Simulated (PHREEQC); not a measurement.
Dissolve 19 mmol/kgw NiCl2, 0.33 mmol/kgw KCl and 0.045 mmol/kgw MnSO4 at 20 °C. Closed to the air; pH follows from the charge balance.

Model: ion-association model, wateq4f.dat, run in PHREEQC.

The pH comes out as 6.04 and the ionic strength comes out as 0.0557 mol/kgw.

| species | molality | activity | log γ |
|---|---|---|---|
| Cl- | 0.0374 | 0.0302 | -0.093 |
| Ni+2 | 0.0182 | 0.00807 | -0.353 |
| NiCl+ | 0.000750 | 0.000612 | -0.088 |
| K+ | 0.000330 | 0.000266 | -0.093 |
| NiCl2 | 6.63e-5 | 6.72e-5 | 0.006 |
| Mn+2 | 4.20e-5 | 1.98e-5 | -0.326 |
| SO4-2 | 2.69e-5 | 1.21e-5 | -0.347 |
| NiSO4 | 1.80e-5 | 1.82e-5 | 0.006 |
| MnCl+ | 2.97e-6 | 2.44e-6 | -0.086 |
| H+ | 1.06e-6 | 9.05e-7 | -0.070 |
| NiOH+ | 1.05e-6 | 8.60e-7 | -0.088 |

Precipitation was switched off in this run.
